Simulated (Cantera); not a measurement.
A closed system holds: 1 mol AlN, 1.1 mol H2O, 2.6 mol N2, at 1623 K and 47.0 Pa.

Method: chemical equilibrium by Gibbs-energy minimisation in Cantera with the NASA 1993 tables (ideal gas, pure condensed phases). Candidate condensed phases: Al, AlN, Al2O3, H2O; 35 gas species. Mutual solubility and eutectic melting of coexisting phases are not modelled. Equilibrium is a limit: real reactors are often held back by kinetics, nucleation or transport.

Base state: N2 0.729, H2 0.269, H 0.00165, Al 0.000340, Al2O 4.41e-5 (mole fractions); condensed: AlN(s) + Al2O3(s).

Task: What changes in the equilibrium state with this change: temperature from 1623 K to 1025 K?

Result: 
```tsv
species	before	after
N2	0.729	0.730
H2	0.269	0.270
H	0.00165	1.05e-7
Al	0.000340	<1e-9
Al2O	4.41e-5	<1e-9
AlN(s), mol	0.265	0.267
Al2O3(s), mol	0.367	0.367
```

Task: What changes in the equilibrium state with this change: temperature from 1623 K to 1875 K?

Result: 
```
species          before     after
-------------  --------  --------
N2                0.729     0.693
H2                0.269     0.238
Al             0.000340    0.0379
Al2O            4.41e-5    0.0161
H               0.00165    0.0148
AlOH            7.13e-7   3.82e-5
AlH             2.96e-6  0.000150
AlN(s), mol       0.265         0
Al2O3(s), mol     0.367     0.343
```
The tables' values for AlOH are old estimates; treat these amounts as uncertain.
